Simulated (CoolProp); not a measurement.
Vapour-liquid equilibrium of CHF3 (R23) (1) + R134a (2) at 2.59 bar; x and y are mole fractions of (1).

The numbers come from the multi-fluid Helmholtz-energy mixture model, Penoncello 2003 and Tillner-Roth 1994; pair parameters Bell 2016 in CoolProp.

Q: Give the bubble temperature and the first vapour's composition at x = 0.05, 0.275, 0.875. Is there an azeotrope?

A: x = 0.05: 262.1 K, y = 0.278; x = 0.275: 238.3 K, y = 0.796; x = 0.875: 212.1 K, y = 0.992. No azeotrope shows between x = 0.05 and 0.95.

Pair parameters are fitted to limited data, so mixtures are less certain than the pure fluids.
